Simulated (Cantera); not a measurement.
An adiabatic, constant-pressure homogeneous reactor starts with 37.4 % CO, 1.57 % H₂, 12.2 % O₂, 45.6 % N₂, 3.29 % CO₂, equivalence ratio 1.6, at 1823 K and 101000 Pa.

Computed with Cantera and GRI-Mech 3.0 (53 species, 325 reactions).

Task: Predict: time of steepest temperature rise; temperature at 0.400 s; equilibrium temperature; x(CO) at 0.400 s; x(H₂) at 0.400 s; x(O₂) at 0.400 s; x(H₂O₂) at 0.400 s; x(CO₂) at 0.400 s.

Result: 
```
Item                                                                 Value
---------------------------------  ---------------------------------------
time of steepest temperature rise                                  26.1 µs
temperature at 0.400 s                                              2867 K
equilibrium temperature                                             2867 K
x(CO) at 0.400 s                       0.238 (gas-phase equilibrium 0.238)
x(H₂) at 0.400 s                   0.00160 (gas-phase equilibrium 0.00160)
x(O₂) at 0.400 s                     0.0285 (gas-phase equilibrium 0.0285)
x(H₂O₂) at 0.400 s                 2.29e-8 (gas-phase equilibrium 2.29e-8)
x(CO₂) at 0.400 s                      0.201 (gas-phase equilibrium 0.201)
```
